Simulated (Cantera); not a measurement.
PbO + C + N₂ (carbothermic reduction)

Input: 1 mol PbO, 5.4 mol C, 0.66 mol N₂, held at 0.133 bar.

Equilibrium computed with Cantera from the NASA thermochemical tables; the gas is ideal and each condensed phase is pure. Candidate condensed phases: C, Pb, PbO, PbO₂, Pb₃O₄; 27 gas species. Equilibrium is a limit: real reactors are often held back by kinetics, nucleation or transport.

From 1175 K to 1325 K the condensed part is C(graphite) + Pb(l). The main Pb-bearing gas is Pb throughout. The share of Pb in condensed phases is highest at 1175 K (99.5 %) and lowest at 1325 K (95.4 %).

```tsv
T (K)	log p CO	log p N₂	log p Pb	log p CO₂	log p Pb₂	log p PbO	n C(graphite)	n Pb(l)
1175	-1.10	-1.28	-3.36	-3.76	-7.90	-10.52	4.40	0.995
1200	-1.10	-1.28	-3.19	-3.92	-7.62	-10.37	4.40	0.992
1225	-1.10	-1.28	-3.03	-4.07	-7.35	-10.22	4.40	0.988
1250	-1.10	-1.28	-2.87	-4.22	-7.09	-10.07	4.40	0.983
1275	-1.10	-1.28	-2.72	-4.36	-6.84	-9.94	4.40	0.976
1300	-1.10	-1.28	-2.58	-4.49	-6.60	-9.80	4.40	0.967
1325	-1.11	-1.29	-2.44	-4.63	-6.37	-9.68	4.40	0.954
```
log p: log10 of the partial pressure in bar; n: condensed amount in mol.
